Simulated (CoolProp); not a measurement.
Vapour-liquid equilibrium of R22 (1) + acetone (2) at 0.049 MPa; x and y are mole fractions of (1).

Values from CoolProp's multi-fluid Helmholtz-energy mixture model, Kamei 1995 and Lemmon 2006; pair parameters Bell 2016.

| x | bubble temperature (°C) | y at the bubble point | dew temperature at overall composition x (°C) | liquid density (mol/L) |
|---|---|---|---|---|
| 0.05 | 13.0 | 0.645 | 35.0 | 13.80 |
| 0.125 | -1.8 | 0.841 | 33.0 | 14.21 |
| 0.2 | -9.4 | 0.902 | 30.9 | 14.48 |
| 0.275 | -15.0 | 0.934 | 28.5 | ___ |
| 0.35 | -20.1 | ___ | 26.0 | 14.98 |
| 0.425 | -25.1 | 0.972 | 23.3 | 15.23 |
| 0.5 | -30.1 | 0.984 | 20.2 | 15.49 |
| 0.575 | -35.0 | 0.991 | 16.7 | 15.75 |
| 0.65 | -39.9 | ___ | 12.8 | 16.00 |
| 0.725 | ___ | 0.998 | 8.0 | 16.24 |
| 0.8 | ___ | 0.999 | 2.2 | 16.45 |
| 0.875 | -51.6 | 1.000 | -5.7 | ___ |
| 0.95 | -54.1 | 1.000 | -18.5 | 16.74 |

Problem. Some entries are withheld; supply them.

Solution. 
- 0.275, liquid density (mol/L): 14.73
- 0.35, y at the bubble point: 0.956
- 0.65, y at the bubble point: 0.996
- 0.725, bubble temperature (°C): -44.3
- 0.8, bubble temperature (°C): -48.3
- 0.875, liquid density (mol/L): 16.63

No azeotrope shows between x = 0.05 and 0.95.

Pair parameters are fitted to limited data, so mixtures are less certain than the pure fluids. With so large a gap from Raoult's law the liquid may split in two, which this calculation doesn't test in full.
